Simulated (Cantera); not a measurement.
## Thermodynamics of aluminium nitride and oxide growth, feed Al(CH3)3 + O2 + N2

Charge: 1 mol Al(CH3)3, 0.24 mol O2, 2.4 mol N2, held at 0.100 bar.

Cantera equilibrium calculation (NASA polynomials, part measured and part estimated; ideal gas, pure solids and liquids). Candidate condensed phases: Al, AlN, Al2O3, C, C6H6, C7H8, C8H18, H2O; 148 gas species. The feed counts by its element totals alone. Mutual solubility and eutectic melting of coexisting phases are not modelled. Rates play no part.

From 1348 K to 1523 K the condensed part is AlN(s) + Al2O3(s) + C(graphite). From 1548 K to 1598 K the condensed part is AlN(s) + C(graphite).

| T (K) | log p H2 | log p N2 | log p CO | log p HCN | log p CH4 | log p H | log p HNC | n AlN(s) | n Al2O3(s) | n C(graphite) |
|---|---|---|---|---|---|---|---|---|---|---|
| 1348 | -1.17 | -1.51 | -3.25 | -4.83 | -4.57 | -6.22 | -6.84 | 0.705 | 0.148 | 2.96 |
| 1373 | -1.17 | -1.51 | -3.08 | -4.74 | -4.63 | -6.06 | -6.71 | 0.716 | 0.142 | 2.94 |
| 1398 | -1.17 | -1.51 | -2.93 | -4.65 | -4.69 | -5.91 | -6.58 | 0.732 | 0.134 | 2.92 |
| 1423 | -1.17 | -1.52 | -2.78 | -4.57 | -4.76 | -5.76 | -6.45 | 0.753 | 0.123 | 2.89 |
| 1448 | -1.17 | -1.52 | -2.64 | -4.49 | -4.82 | -5.62 | -6.34 | 0.783 | 0.109 | 2.84 |
| 1473 | -1.17 | -1.53 | -2.50 | -4.41 | -4.88 | -5.48 | -6.22 | 0.822 | 0.0892 | 2.78 |
| 1498 | -1.18 | -1.54 | -2.37 | -4.34 | -4.94 | -5.35 | -6.11 | 0.873 | 0.0633 | 2.71 |
| 1523 | -1.18 | -1.55 | -2.24 | -4.27 | -5.00 | -5.23 | -6.01 | 0.941 | 0.0293 | 2.60 |
| 1548 | -1.18 | -1.56 | -2.16 | -4.21 | -5.06 | -5.10 | -5.91 | 1.00 | 0 | 2.51 |
| 1573 | -1.18 | -1.56 | -2.16 | -4.13 | -5.11 | -4.98 | -5.81 | 1.00 | 0 | 2.51 |
| 1598 | -1.18 | -1.56 | -2.16 | -4.07 | -5.15 | -4.87 | -5.71 | 1.000 | 0 | 2.51 |
log p: log10 of the partial pressure in bar; n: condensed amount in mol.
